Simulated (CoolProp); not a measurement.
Methane along the isobar 48.3 bar: Z from the reference equation and from simpler models built on Tc = 190.6 K, pc = 45.99 bar, ω = 0.011; each cubic takes its own stable root.

Model: reference Helmholtz-energy equation of state, Setzmann 1991, in CoolProp.

| T (K) | phase | reference |
|---|---|---|
| 96.8 | liquid | 0.2156 |
| 116 | liquid | 0.1910 |
| 135.2 | liquid | 0.1760 |
| 154.4 | liquid | 0.1686 |
| 173.6 | liquid | 0.1713 |
| 192.8 | supercritical | 0.3885 |
| 212 | supercritical | 0.6887 |
| 231.2 | supercritical | 0.7850 |
| 250.4 | supercritical | 0.8427 |
| 269.6 | supercritical | 0.8815 |
| 288.8 | supercritical | 0.9093 |
| 308 | supercritical | 0.9300 |
| 327.2 | supercritical | 0.9458 |
| 346.4 | supercritical | 0.9582 |
| 365.6 | supercritical | 0.9680 |

Problem. How far does each simpler model (van der Waals, Redlich-Kwong, Soave-Redlich-Kwong, Peng-Robinson) lie from the reference over these 15 states: mean and median of the absolute difference, and the worst?

Solution. 
- van der Waals: mean 15.9 %, median 2.0 %, worst +44.8 % at 96.8 K and 48.3 bar
- Redlich-Kwong: mean 1.3 %, median 0.3 %, worst +7.9 % at 173.6 K and 48.3 bar
- Soave-Redlich-Kwong: mean 1.3 %, median 0.5 %, worst +8.2 % at 173.6 K and 48.3 bar
- Peng-Robinson: mean 4.6 %, median 3.4 %, worst -11.3 % at 96.8 K and 48.3 bar
